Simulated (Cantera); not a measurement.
Feed: 1 mol Si, 0.16 mol N2O, 1.5 mol N2, at 1627 °C and 0.780 Pa.

Cantera equilibrium calculation (NASA polynomials, part measured and part estimated; ideal gas, pure solids and liquids). Candidate condensed phases: Si, SiO2, Si2N2O, Si3N4; 16 gas species. The tables' values for SiN are old estimates; treat these amounts as uncertain. Kinetics and transport are ignored.

Base state: N2 0.624, Si 0.315, SiO 0.0602, Si2 0.000492, SiN 0.000232, Si2N 6.55e-5, Si3 2.16e-5 (mole fractions); condensed: gas only.

What changes in the equilibrium state with this change: N2O from 0.16 to 0.047 mol?


```json
[
 {"species": "N2", "before": "0.624", "after": "0.608"},
 {"species": "Si", "before": "0.315", "after": "0.373"},
 {"species": "SiO", "before": "0.0602", "after": "0.0185"},
 {"species": "Si3", "before": "2.16e-5", "after": "3.59e-5"},
 {"species": "Si2", "before": "0.000492", "after": "0.000690"},
 {"species": "Si2N", "before": "6.55e-5", "after": "9.06e-5"},
 {"species": "SiN", "before": "0.000232", "after": "0.000272"}
]
```

What changes in the equilibrium state with this change: Si replaced by SiC?


```json
[
 {"species": "N2", "before": "0.624", "after": "0.838"},
 {"species": "CO", "before": "0", "after": "0.0798"},
 {"species": "Si", "before": "0.315", "after": "0.0785"},
 {"species": "SiO", "before": "0.0602", "after": "0.000994"},
 {"species": "Si2C", "before": "0", "after": "0.00138"},
 {"species": "SiC2", "before": "0", "after": "0.00116"},
 {"species": "CN", "before": "0", "after": "3.58e-5"},
 {"species": "SiC(s), mol", "before": "0", "after": "0.835"}
]
```
Further candidate phases: C, SiC.
